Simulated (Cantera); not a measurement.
Mixture: CO : H2 : CH4 : O2 : N2 = 1 : 0.04 : 0.63 : 3.36 : 23.2 (molar parts), equivalence ratio 0.53, at 7.40 bar, adiabatic and at constant pressure. Ignition delay is the time to a rise of 400 K.

Cantera simulation using GRI-Mech 3.0 (53 species, 325 reactions); the numbers are that mechanism's predictions, not measurements.

Task: Predict: delay at 1048 K; delay at 1248 K; delay at 1448 K; delay at 1648 K; delay at 1848 K; apparent activation energy between 1748 and 1948 K.

Result: 
| Quantity | Value |
|---|---|
| delay at 1048 K | 41.5 ms |
| delay at 1248 K | 2.63 ms |
| delay at 1448 K | 0.324 ms |
| delay at 1648 K | 65.5 µs |
| delay at 1848 K | 22.1 µs |
| apparent activation energy between 1748 and 1948 K | 120 kJ/mol |
